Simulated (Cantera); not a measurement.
An adiabatic, constant-volume homogeneous reactor starts with CO : H₂ : CH₄ : O₂ : N₂ = 1 : 0.4 : 0.04 : 1.2 : 4.51 (molar parts), at 1325 K and 760 Torr. Integrator tolerance rtol = 1e-08.

Computed with Cantera and GRI-Mech 3.0 (53 species, 325 reactions).

Question: What does this change do: pressure from 760 Torr to 19500 Torr?

Answer: 
```json
[
 {"quantity": "time of steepest temperature rise", "before": "41.4 µs", "after": "10.7 µs"},
 {"quantity": "temperature at 0.300 s", "before": "2723 K", "after": "2926 K"},
 {"quantity": "equilibrium temperature", "before": "2723 K", "after": "2926 K"},
 {"quantity": "x(CO) at 0.300 s", "before": "0.0364 (gas-phase equilibrium 0.0364)", "after": "0.0198 (gas-phase equilibrium 0.0198)"},
 {"quantity": "x(H₂) at 0.300 s", "before": "0.00275 (gas-phase equilibrium 0.00275)", "after": "0.00131 (gas-phase equilibrium 0.00131)"},
 {"quantity": "x(CH₄) at 0.300 s", "before": "<1e-12 (gas-phase equilibrium <1e-12)", "after": "<1e-12 (gas-phase equilibrium <1e-12)"},
 {"quantity": "x(C₂H₂) at 0.300 s", "before": "<1e-12 (gas-phase equilibrium <1e-12)", "after": "<1e-12 (gas-phase equilibrium <1e-12)"},
 {"quantity": "x(CH₃) at 0.300 s", "before": "<1e-12 (gas-phase equilibrium <1e-12)", "after": "<1e-12 (gas-phase equilibrium <1e-12)"},
 {"quantity": "x(C₂H₆) at 0.300 s", "before": "<1e-12 (gas-phase equilibrium <1e-12)", "after": "<1e-12 (gas-phase equilibrium <1e-12)"}
]
```
The pressure lies above the range GRI-Mech 3.0 was tuned for (to about 10 atm).

Question: What does this change do: constant pressure in place of constant volume?

Answer: 
| quantity | before | after |
|---|---|---|
| time of steepest temperature rise | 41.4 µs | 41.9 µs |
| temperature at 0.300 s | 2723 K | 2571 K |
| equilibrium temperature | 2723 K | 2571 K |
| x(CO) at 0.300 s | 0.0364 (gas-phase equilibrium 0.0364) | 0.0269 (gas-phase equilibrium 0.0269) |
| x(H₂) at 0.300 s | 0.00275 (gas-phase equilibrium 0.00275) | 0.00208 (gas-phase equilibrium 0.00208) |
| x(CH₄) at 0.300 s | <1e-12 (gas-phase equilibrium <1e-12) | <1e-12 (gas-phase equilibrium <1e-12) |
| x(C₂H₂) at 0.300 s | <1e-12 (gas-phase equilibrium <1e-12) | <1e-12 (gas-phase equilibrium <1e-12) |
| x(CH₃) at 0.300 s | <1e-12 (gas-phase equilibrium <1e-12) | <1e-12 (gas-phase equilibrium <1e-12) |
| x(C₂H₆) at 0.300 s | <1e-12 (gas-phase equilibrium <1e-12) | <1e-12 (gas-phase equilibrium <1e-12) |
